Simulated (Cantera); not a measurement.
## Hydrogen reduction and annealing atmospheres: Cr2O3 + H2

Charge: 1 mol Cr2O3, 1000 mol H2, equilibrated at 28.0 Pa.

Equilibrium computed with Cantera from the NASA thermochemical tables; the gas is ideal and each condensed phase is pure. Candidate condensed phases: Cr, Cr2O3, H2O; 13 gas species. Mutual solubility and eutectic melting of coexisting phases are not modelled. Kinetics and transport are ignored.

At 527 °C the condensed part is Cr2O3(s). From 627 °C to 1127 °C the condensed part is Cr(s) + Cr2O3(s). At 1227 °C the condensed part is Cr2O3(s). From 1327 °C to 1627 °C nothing is condensed.

```csv
T (°C),x H2,x H,x H2O,x Cr,x OH,n Cr2O3(s),n Cr(s)
527,1.00,1.73e-10,1.76e-7,<1e-12,<1e-12,1.000,0
627,1.000,6.99e-9,1.51e-6,1.74e-12,<1e-12,0.999,0.00100
727,1.000,1.36e-7,8.24e-6,3.31e-10,<1e-12,0.997,0.00550
827,1.000,1.55e-6,3.28e-5,2.41e-8,<1e-12,0.989,0.0218
927,1.000,1.18e-5,0.000103,8.46e-7,9.67e-12,0.966,0.0676
1027,1.000,6.61e-5,0.000269,1.70e-5,2.32e-10,0.910,0.162
1127,0.999,0.000291,0.000610,0.000220,3.52e-9,0.797,0.186
1227,0.996,0.00105,0.00176,0.00118,5.31e-8,0.410,0
1327,0.992,0.00324,0.00299,0.00199,3.82e-7,0,0
1427,0.986,0.00875,0.00298,0.00198,1.36e-6,0,0
1527,0.974,0.0211,0.00295,0.00197,4.23e-6,0,0
1627,0.949,0.0462,0.00291,0.00195,1.16e-5,0,0
```
x: gas mole fraction; n: condensed amount in mol.
